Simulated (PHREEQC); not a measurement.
Consider water at 20 °C with 33 mmol/kgw CuCl2, 180 mmol/kgw H2SO4 and 1.5 mmol/kgw FeCl3. Closed to the air; pH follows from the charge balance.

All values are PHREEQC results (ion-association model, phreeqc.dat), not measurements.

| quantity | before | after |
|---|---|---|
| pH | 0.77 | 0.78 |
| ionic strength (mol/kgw) | 0.320 | 0.256 |
| Fe+3 (mol/kgw) | 5.94e-5 | 5.27e-5 |
| FeCl+2 (mol/kgw) | 3.08e-5 | 7.22e-6 |
| FeCl2+ (mol/kgw) | 2.75e-6 | 1.78e-7 |
| FeOH+2 (mol/kgw) | 7.05e-7 | 6.50e-7 |
| SI of Goethite (FeOOH) | -2.07 | -2.05 |
| SI of Hematite (Fe2O3) | -2.16 | -2.12 |

Task: What was changed between the two runs?
A) diluted 100-fold with water
B) CuCl2 from 0.033 to 0.0066 mol/kgw
C) CuCl2 left out
D) CuCl2 from 0.033 to 0.066 mol/kgw
E) H2SO4 from 0.18 to 0.27 mol/kgw

Result: B, CuCl2 from 0.033 to 0.0066 mol/kgw

This is a speciation only: nothing precipitates in the calculation.
